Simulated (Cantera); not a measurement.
A Cantera script and what it prints.

```python
import numpy as np
import cantera as ct

gas_names = """
    AL ALCL ALCL2 ALCL3 ALN ALO ALOCL ALO2 AL2 AL2CL6 AL2O AL2O2 CL CLO CL2 N NO NO2 NO3 N2 N2O O O2 O3
""".split()
cond_names = """
    AL(cr) AL(L) ALCL3(s) ALCL3(L) ALN(s) AL2O3(a) AL2O3(L)
""".split()


def load(file, names, dense=False):
    # The tables refer to 1 bar. Condensed volumes are neglected.
    table = {s.name: s for s in ct.Species.list_from_file(file)}
    out = []
    for n in names:
        d = dict(table[n].input_data)
        d["thermo"] = dict(d["thermo"], **{"reference-pressure": 1e5})
        if dense:
            d["equation-of-state"] = {"model": "constant-volume", "density": "1e6 g/cm^3"}
        out.append(ct.Species.from_dict(d))
    return out


gas = ct.Solution(thermo="ideal-gas", species=load("nasa_gas.yaml", gas_names))
cond = {s.name: ct.Solution(thermo="fixed-stoichiometry", species=[s], name=s.name)
        for s in load("nasa_condensed.yaml", cond_names, dense=True)}
atoms = {
    'AlCl3': {'AL': 1, 'CL': 3},
    'O2': {'O': 2},
    'N2': {'N': 2},
}
top_T = {'ALN(s)': 2750}  # K; cautious upper limits of use, not melting points


def equilibrate(T, P, feed):
    n = {}
    for name, mol in feed.items():
        for a, k in atoms[name].items():
            n[a] = n.get(a, 0.0) + k * mol
    gas.TPX = T, P, n
    mass = sum(n.values()) * gas.mean_molecular_weight
    gas.equilibrate("TP")
    valid = [c for c in cond.values() if c.min_temp <= T <= top_T.get(c.name, c.max_temp)]
    mix = ct.Mixture([(gas, mass / gas.mean_molecular_weight)] + [(c, 0.0) for c in valid])
    mix.T, mix.P = T, P
    mix.equilibrate("TP", solver="vcs", rtol=1e-11, max_steps=5000)
    return mix


results = []
T = 1175  # K
P = 10000  # Pa
for m in [93, 200, 310, 420, 520, 630, 740, 850, 960]:
    feed = {'AlCl3': 1, 'O2': 0.48, 'N2': m}  # mol
    mix = equilibrate(T, P, feed)
    results.append((T, P, feed, dict(zip(mix.species_names, mix.species_moles))))

top = {s: max(r[3][s] / sum(r[3][g] for g in gas_names) for r in results) for s in gas_names}
cols = sorted((s for s in top if top[s] > 1e-05), key=lambda s: -top[s])[:7]
seen = [c for c in cond_names if any(r[3].get(c, 0) > 1e-12 for r in results)]
print("log10 of partial pressures in bar; condensed amounts in mol")
print(f"{'n(N2)':>10s}" + "".join(f"{s[:9]:>10s}" for s in cols + seen))
for T, P, feed, n in results:
    ng = sum(n[g] for g in gas_names)
    print(f"{feed['N2']:10.4g}" + "".join(f"{np.log10(max(n[s] / ng * P / 1e5, 1e-99)):10.3f}" for s in cols)
          + "".join(f"{n.get(c, 0):10.4g}" for c in seen))
```

Result:

```
log10 of partial pressures in bar; condensed amounts in mol
     n(N2)        N2       CL2     ALCL3        CL  AL2O3(a)
        93    -1.006    -3.017    -3.419    -3.950      0.32
       200    -1.003    -3.358    -3.748    -4.120      0.32
       310    -1.002    -3.556    -3.937    -4.219      0.32
       420    -1.001    -3.695    -4.068    -4.288      0.32
       520    -1.001    -3.793    -4.161    -4.338      0.32
       630    -1.001    -3.882    -4.244    -4.382      0.32
       740    -1.001    -3.957    -4.314    -4.420      0.32
       850    -1.001    -4.022    -4.374    -4.452      0.32
       960    -1.001    -4.079    -4.427    -4.481      0.32
```

These are equilibrium values from Cantera (NASA tables, ideal gas, pure condensed phases), not measurements of a reactor.
